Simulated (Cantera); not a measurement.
Mixture: 7.99 % CH₄, 16.1 % O₂, 75.9 % N₂, equivalence ratio 0.99, at 100000 Pa, adiabatic and at constant pressure. Ignition delay is the time to a rise of 400 K.

Detailed kinetics in Cantera: GRI-Mech 3.0 (53 species, 325 reactions).

Task: At T0 = 1150 K, what is the delay, and which 6 reactions control it most (d ln τ / d ln k, from doubling and halving each rate constant)?

Result: The delay is 0.117 s.
```
reaction                  d ln τ / d ln k   faster rate
------------------------  ---------------  ------------
2 CH3 (+M) <=> C2H6 (+M)             0.57  lengthens it
CH3 + O2 <=> CH2O + OH              -0.43   shortens it
CH2O + O2 <=> HCO + HO2             -0.33   shortens it
CH3 + O2 <=> CH3O + O               -0.30   shortens it
CH4 + H <=> CH3 + H2                 0.26  lengthens it
CH3 + HO2 <=> CH3O + OH             -0.25   shortens it
```
